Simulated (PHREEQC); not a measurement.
A solution holds 0.22 mol/kgw KHCO3, at 25 °C. Closed to the air; pH follows from the charge balance.

Model: ion-association model, phreeqc.dat, run in PHREEQC.

This is a speciation only: nothing precipitates in the calculation.

Task: Estimate the pH.

Result: pH 8.07.

Task: In which forms is C present?

Result: HCO3- 97 %, CO2 1.3 %, CO3-2 1.3 % of the C.
